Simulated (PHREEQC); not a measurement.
Dissolve 0.0073 mol/kgw NaHSO4, 0.18 mol/kgw NaF and 0.00035 mol/kgw KCl at 25 °C. Closed to the air; pH follows from the charge balance.

Computed with PHREEQC (ion-association model, phreeqc.dat).

No solid was allowed to form.

**Question.** Order these Na species by the share of Na that they hold, largest first: NaF, Na+, NaSO4-.

**Answer.** Na+ (95 %), NaF (4.5 %), NaSO4- (0.82 %)

The pH is 4.57 and the ionic strength 0.183 mol/kgw.
